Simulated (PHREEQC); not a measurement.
A PHREEQC speciation (ion-association model, phreeqc.dat) at 25 °C gives pH 2.70 and these molalities:

| species | mol/kgw |
|---|---|
| SO4-2 | 0.00936 |
| Cu+2 | 0.00874 |
| CuSO4 | 0.00426 |
| H+ | 0.00231 |
| HSO4- | 0.00109 |

Task: What are the element totals, and what could have been dissolved in 1 kg of water to give them?

Result: Several could match; the one computed here: totals Cu(2) 0.0130, S(6) 0.0147 mol/kgw, from 0.0017 mol/kgw H2SO4 and 0.013 mol/kgw CuSO4.

This is a speciation only: nothing precipitates in the calculation.
